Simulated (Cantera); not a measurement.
Predominance diagram of Ca at 1200 K against the partial pressures of O2 and Cl2 (log10, bar). Source: NASA polynomial tables (part measured, part estimated), evaluated in Cantera. Candidates: Ca(l), CaCl2(l), CaO(s). Only these pure phases compete in this equilibrium. Not in the tables: oxide halides.

Q: Which phase is stable at these pairs, and which metal-bearing vapour leads over it? (1, -7); (-21.1, -24.5); (-0.5, 0); (-4.9, -21); (-12.3, -21); (-16.7, -14); (-10.8, -7)

A: 
| log p(O2) | log p(Cl2) | phase | chief vapour | log p (bar) |
|---|---|---|---|---|
| 1 | -7 | CaO(s) | CaCl2 | -8.0 |
| -21.1 | -24.5 | CaO(s) | Ca | -13.8 |
| -0.5 | 0 | CaCl2(l) | CaCl2 | -5.2 |
| -4.9 | -21 | CaO(s) | CaCl2 | -19.1 |
| -12.3 | -21 | CaO(s) | CaCl2 | -15.4 |
| -16.7 | -14 | CaO(s) | CaCl2 | -6.2 |
| -10.8 | -7 | CaCl2(l) | CaCl2 | -5.2 |
